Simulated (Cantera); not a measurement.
Charge: 1 mol Al2O3, 0.039 mol H2, equilibrated at 2898 K and 0.133 bar.

Cantera equilibrium calculation (NASA polynomials, part measured and part estimated; ideal gas, pure solids and liquids). Candidate condensed phases: Al, Al2O3, H2O; 19 gas species. The tables' values for AlOH are old estimates; treat these amounts as uncertain. Equilibrium is a limit: real reactors are often held back by kinetics, nucleation or transport.

Base state: H2 0.670, H 0.256, H2O 0.0375, Al 0.0159, Al2O 0.00784, OH 0.00438, AlO 0.00345, AlOH 0.00286 (mole fractions); condensed: Al2O3(l).

Problem. What changes in the equilibrium state with this change: pressure from 0.133 bar to 1 atm?

Solution. 
```csv
species,before,after
H2,0.670,0.857
H,0.256,0.105
H2O,0.0375,0.0216
Al,0.0159,0.00692
O2,2.32e-5,6.17e-7
O,0.00104,6.15e-5
OH,0.00438,0.000809
AlO,0.00345,0.000677
AlO2H,0.000526,0.000145
"Al2O3(l), mol",0.999,1.000
```
Gases not in the tables: Al(OH)3.

Problem. What changes in the equilibrium state with this change: temperature from 2898 K to 2223 K?

Solution. 
| species | before | after |
|---|---|---|
| H2 | 0.670 | 0.980 |
| H | 0.256 | 0.0174 |
| H2O | 0.0375 | 0.00140 |
| Al | 0.0159 | 0.000545 |
| O | 0.00104 | 4.40e-8 |
| O2 | 2.32e-5 | <1e-9 |
| Al2O3(l), mol | 0.999 | 0 |
| Al2O3(s), mol | 0 | 1.000 |

Problem. What changes in the equilibrium state with this change: temperature from 2898 K to 2425 K?

Solution. 
```json
[
 {"species": "H2", "before": "0.670", "after": "0.944"},
 {"species": "H", "before": "0.256", "after": "0.0476"},
 {"species": "H2O", "before": "0.0375", "after": "0.00521"},
 {"species": "Al", "before": "0.0159", "after": "0.00195"},
 {"species": "O2", "before": "2.32e-5", "after": "3.83e-9"},
 {"species": "O", "before": "0.00104", "after": "1.68e-6"},
 {"species": "Al2O3(l), mol", "before": "0.999", "after": "1.000"}
]
```
